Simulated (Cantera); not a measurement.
A freely propagating, adiabatic, planar premixed flame of 31.4 % H₂, 9.81 % O₂, 36.8 % N₂, 22.0 % H₂O, equivalence ratio 1.6, unburnt at 700 K and 0.120 bar; mixture-averaged transport, grid criteria slope 0.08 and curve 0.16, no radiation.

Model: the H2/O2 subset of GRI-Mech 3.0, which has no nitrogen chemistry, integrated in Cantera. Burning velocities carry a grid error of a few per cent, more on coarse grids.

Predict: laminar burning velocity; thermal thickness; peak x(HO₂); peak x(OH); peak x(O).


| Item | Result |
|---|---|
| laminar burning velocity | 743 cm/s |
| thermal thickness | 7.37 mm |
| peak x(HO₂) | 5.85e-5 |
| peak x(OH) | 0.00814 |
| peak x(O) | 0.00483 |
